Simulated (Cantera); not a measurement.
An adiabatic, constant-pressure homogeneous reactor starts with CO : H2 : O2 : N2 : H2O = 2.4 : 0.049 : 0.541 : 5.08 : 1.6 (molar parts), equivalence ratio 2.3, at 1700 K and 0.197 atm.

Model: GRI-Mech 3.0 (53 species, 325 reactions), integrated in Cantera.

Task: Predict: time of steepest temperature rise; temperature at 9.00 s; equilibrium temperature; x(CO) at 9.00 s; x(H2) at 9.00 s; x(O2) at 9.00 s; x(NO) at 9.00 s; x(CO2) at 9.00 s; x(H) at 9.00 s.

Result: 
| Item | Result |
|---|---|
| time of steepest temperature rise | 0.244 ms |
| temperature at 9.00 s | 2386 K |
| equilibrium temperature | 2386 K |
| x(CO) at 9.00 s | 0.130 (gas-phase equilibrium 0.130) |
| x(H2) at 9.00 s | 0.0251 (gas-phase equilibrium 0.0251) |
| x(O2) at 9.00 s | 0.00197 (gas-phase equilibrium 0.00197) |
| x(NO) at 9.00 s | 0.00152 (gas-phase equilibrium 0.00152) |
| x(CO2) at 9.00 s | 0.131 (gas-phase equilibrium 0.131) |
| x(H) at 9.00 s | 0.00531 (gas-phase equilibrium 0.00531) |
